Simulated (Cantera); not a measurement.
**Low-pressure radical oxidation in H2/O2**

An isothermal, constant-pressure homogeneous reactor starts with 8.09 % H₂, 91.9 % O₂, at 975 K and 10.00 Torr.

Cantera simulation using GRI-Mech 3.0 (53 species, 325 reactions); the numbers are that mechanism's predictions, not measurements. Radical loss at walls, strong at low pressure, is not modelled. The temperature is held fixed by assumption; the heat of reaction is taken as removed at once.

| t (s) | x H₂ | x O₂ | x OH | x O | x HO₂ |
|---|---|---|---|---|---|
| 5.00e-5 | 0.0809 | 0.919 | 2.01e-12 | 2.38e-12 | 1.79e-11 |
| 0.000184 | 0.0809 | 0.919 | 1.66e-11 | 2.71e-11 | 6.62e-11 |
| 0.000674 | 0.0809 | 0.919 | 1.88e-10 | 4.25e-10 | 2.52e-10 |
| 0.00247 | 0.0809 | 0.919 | 9.28e-8 | 2.20e-7 | 7.66e-9 |
| 0.00909 | 0.00462 | 0.886 | 0.00281 | 0.0205 | 1.03e-5 |
| 0.0334 | 0.000381 | 0.912 | 0.000717 | 0.00341 | 6.91e-6 |
| 0.122 | 2.48e-5 | 0.915 | 0.000166 | 0.000227 | 1.88e-6 |
| 0.450 | 1.71e-6 | 0.916 | 4.77e-5 | 1.84e-5 | 2.99e-7 |
| 1.65 | 1.65e-7 | 0.916 | 1.71e-5 | 2.33e-6 | 4.79e-8 |
| 6.06 | 2.48e-8 | 0.916 | 7.23e-6 | 4.19e-7 | 9.46e-9 |
| 22.3 | 4.96e-9 | 0.916 | 3.37e-6 | 9.11e-8 | 2.21e-9 |
| 81.7 | 1.15e-9 | 0.916 | 1.65e-6 | 2.19e-8 | 6.32e-10 |
| 300 | 2.87e-10 | 0.916 | 8.33e-7 | 5.60e-9 | 3.28e-10 |
x: mole fraction; the columns are a selection and need not sum to one.

Equilibrium at this temperature and pressure: H₂ 3.13e-11, O₂ 0.916, OH 2.73e-7, O 6.02e-10, HO₂ 5.82e-10 (gas phase only).
